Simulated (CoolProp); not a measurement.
Properties of R1336mzz(Z) along the isotherm 429 K.

The numbers come from the reference Helmholtz-energy equation of state, McLinden 2020 in CoolProp.

```csv
p (MPa),phase,cv (kJ/(kg K)),speed of sound (m/s),expansivity (1/kK),fugacity coefficient
0.484,gas,1.009,141.6,3.033,0.9331
0.968,gas,1.027,130.6,4.141,0.8673
1.45,gas,1.053,117.3,6.191,0.8022
1.94,gas,1.096,99.02,11.90,0.7352
2.42,liquid,1.106,161.1,11.58,0.6426
2.9,liquid,1.097,184.7,8.764,0.5498
3.39,liquid,1.090,203.5,7.285,0.4822
3.87,liquid,1.086,219.0,6.372,0.4325
4.36,liquid,1.083,232.8,5.717,0.3932
4.84,liquid,1.080,245.0,5.235,0.3625
5.32,liquid,1.078,256.1,4.856,0.3374
5.81,liquid,1.076,266.6,4.541,0.3162
6.29,liquid,1.075,276.2,4.284,0.2987
6.78,liquid,1.073,285.4,4.062,0.2834
7.26,liquid,1.072,293.9,3.874,0.2706
```
